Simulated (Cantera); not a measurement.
Input: 1 mol CCl4, 0.014 mol F2, 10 mol H2, at 2273.15 K and 32.0 mbar.

Cantera equilibrium calculation (NASA polynomials, part measured and part estimated; ideal gas, pure solids and liquids). Candidate condensed phases: C, C6H6, C7H8, C8H18; 118 gas species. Rates play no part.

Base state: H2 0.633, HCl 0.311, H 0.0374, Cl 0.0133, C2H2 (acetylene) 0.00239, HF 0.00227 (mole fractions); condensed: C(graphite).

What changes in the equilibrium state with this change: temperature from 2273.15 K to 1248.15 K?


```tsv
species	before	after
H2	0.633	0.665
HCl	0.311	0.333
HF	0.00227	0.00233
H	0.0374	2.13e-6
Cl	0.0133	9.14e-7
C2H2 (acetylene)	0.00239	1.62e-7
CH4	2.90e-6	0.000157
C(graphite), mol	0.940	0.998
```

What changes in the equilibrium state with this change: pressure from 32.0 mbar to 1.70 Pa?


| species | before | after |
|---|---|---|
| H | 0.0374 | 0.691 |
| Cl | 0.0133 | 0.156 |
| H2 | 0.633 | 0.115 |
| HCl | 0.311 | 0.0359 |
| C | 1.68e-7 | 0.000316 |
| C3 | 3.16e-7 | 0.000595 |
| C(graphite), mol | 0.940 | 0.931 |
